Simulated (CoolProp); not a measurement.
A single-stage vapour-compression cycle with the fluid: evaporating at 267.15 K (dew point), condensing at 320.15 K (bubble point), superheat 8 K, subcooling 8 K, compressor efficiency 0.8, no pressure losses. The same conditions are run with several fluids, on thermodynamics alone (safety and materials aside).

Computed with CoolProp (reference Helmholtz-energy equation of state of each fluid (sulfur dioxide: Gao 2016; R407C: Lemmon 2003; carbonyl sulfide: Lemmon 2006; n-pentane: Thol 2019; dimethyl ether: Wu 2011; R115: Lemmon 2016)). Blends and air are pseudo-pure fits.

Question: Rank sulfur dioxide, R407C, carbonyl sulfide, n-pentane, dimethyl ether, R115 by cooling COP, highest first.

Answer: n-pentane (3.49), dimethyl ether (3.42), sulfur dioxide (3.37), carbonyl sulfide (3.28), R115 (2.91), R407C (2.81)

| fluid | pressure ratio | discharge temperature (K) | refrigerating effect (kJ/kg) | volumetric capacity (kJ/m³) |
|---|---|---|---|---|
| sulfur dioxide | 6.40 | 429.3 | 329 | 1140 |
| R407C | 5.56 | 358.3 | 155 | 2370 |
| carbonyl sulfide | 3.93 | 383.5 | 221 | 3430 |
| n-pentane | 7.85 | 329.2 | 299 | 176 |
| dimethyl ether | 4.94 | 353.8 | 346 | 1590 |
| R115 | 4.26 | 325.2 | 68.8 | 1860 |
